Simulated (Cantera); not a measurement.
Cantera run:

```python
import numpy as np
import cantera as ct

gas_names = """
    CL CL2 Fe FeCL FeCL2 FeCL3 Fe2CL4 Fe2CL6 H HCL H2 N NH NH2 NH3 N2 N2H2 N2H4
""".split()
cond_names = """
    Fe(a) Fe(c) Fe(d) Fe(L) FeCL2(s) FeCL2(L) FeCL3(s) FeCL3(L) NH4CL(a) NH4CL(b)
""".split()


def load(file, names, dense=False):
    # The tables refer to 1 bar. Condensed volumes are neglected.
    table = {s.name: s for s in ct.Species.list_from_file(file)}
    out = []
    for n in names:
        d = dict(table[n].input_data)
        d["thermo"] = dict(d["thermo"], **{"reference-pressure": 1e5})
        if dense:
            d["equation-of-state"] = {"model": "constant-volume", "density": "1e6 g/cm^3"}
        out.append(ct.Species.from_dict(d))
    return out


gas = ct.Solution(thermo="ideal-gas", species=load("nasa_gas.yaml", gas_names))
cond = {s.name: ct.Solution(thermo="fixed-stoichiometry", species=[s], name=s.name)
        for s in load("nasa_condensed.yaml", cond_names, dense=True)}
atoms = {
    'FeCl3': {'Fe': 1, 'CL': 3},
    'H2': {'H': 2},
    'N2': {'N': 2},
}
top_T = {}  # K; cautious upper limits of use, not melting points


def equilibrate(T, P, feed):
    n = {}
    for name, mol in feed.items():
        for a, k in atoms[name].items():
            n[a] = n.get(a, 0.0) + k * mol
    gas.TPX = T, P, n
    mass = sum(n.values()) * gas.mean_molecular_weight
    gas.equilibrate("TP")
    valid = [c for c in cond.values() if c.min_temp <= T <= top_T.get(c.name, c.max_temp)]
    mix = ct.Mixture([(gas, mass / gas.mean_molecular_weight)] + [(c, 0.0) for c in valid])
    mix.T, mix.P = T, P
    mix.equilibrate("TP", solver="vcs", rtol=1e-11, max_steps=5000)
    return mix


results = []
feed = {'FeCl3': 1, 'H2': 0.47, 'N2': 420}  # mol
T = 1698  # K
P = 1000  # Pa
mix = equilibrate(T, P, feed)
results.append((T, P, feed, dict(zip(mix.species_names, mix.species_moles))))
x = sorted(zip(gas.X, gas.species_names), reverse=True)
print(f"T = {T:g} K  P = {P:g} Pa  gas = {mix.phase_moles(0):.4g} mol")
print("   x: " + "  ".join(f"{s} {v:.3e}" for v, s in x if v > 0.001))
print("   condensed (mol): " + ("  ".join(f"{mix.phase(i).name} {mix.phase_moles(i):.4g}"
      for i in range(1, mix.n_phases) if mix.phase_moles(i) > 1e-12) or "none"))
```

Output:

```
T = 1698 K  P = 1000 Pa  gas = 422 mol
   x: N2 9.952e-01  FeCL2 2.350e-03  HCL 2.099e-03
   condensed (mol): none
```

Cantera equilibrium calculation (NASA polynomials, part measured and part estimated; ideal gas, pure solids and liquids).
